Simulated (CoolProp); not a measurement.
Saturated liquid density (kg/m³) of propyne: the reference equation beside estimates from Tc = 129.6 °C, pc = 5658 kPa, ω = 0.204. Rackett uses Z = 0.29056 − 0.08775 ω.

The numbers come from the reference Helmholtz-energy equation of state, Polt 1992 in CoolProp. This equation is an older, rougher fit; its heat capacities, sound speeds and derivatives of the liquid may be far off and weren't checked against measurements.

| T (°C) | reference | Rackett | van der Waals | Redlich-Kwong | Soave-Redlich-Kwong | Peng-Robinson |
|---|---|---|---|---|---|---|
| 42.25 | 582.8 | 574.8 | 355.8 | 505.4 | 524.3 | 594.9 |
| 50.35 | 568.7 | 561.7 | 347.5 | 490.4 | (withheld) | (withheld) |
| 58.55 | 553.9 | (withheld) | 338.5 | 474.4 | 493.3 | (withheld) |
| 66.65 | (withheld) | 533.3 | 329.2 | 457.5 | 476.2 | 540.4 |
| 74.75 | 522.2 | 517.7 | 319.2 | 439.5 | 457.8 | 519.2 |
| 82.85 | 504.5 | 501.0 | 308.4 | (withheld) | 437.7 | 496.1 |
| 90.95 | 485.2 | 482.7 | 296.6 | 399.1 | 415.6 | 470.4 |
| 99.05 | 463.5 | 462.3 | 283.5 | 375.8 | 391.0 | 441.6 |
| 107.15 | 438.3 | 438.7 | 268.5 | 349.4 | 362.8 | 408.5 |
| 115.35 | (withheld) | (withheld) | 250.3 | 317.8 | 328.6 | 368.0 |

Task: Complete the blanks.

Result: 
- 50.35, Soave-Redlich-Kwong: 509.4
- 50.35, Peng-Robinson: 578.1
- 58.55, Rackett: 547.8
- 58.55, Peng-Robinson: 559.9
- 66.65, reference: 538.5
- 82.85, Redlich-Kwong: 420.2
- 115.35, reference: 406.6
- 115.35, Rackett: 409.2

Absolute difference from the reference over all 10 rows, mean and median: Rackett 0.8 and 0.8 %, van der Waals 38.8 and 38.9 %, Redlich-Kwong 16.8 and 16.3 %, Soave-Redlich-Kwong 13.5 and 12.8 %, Peng-Robinson 3.1 and 1.9 %.
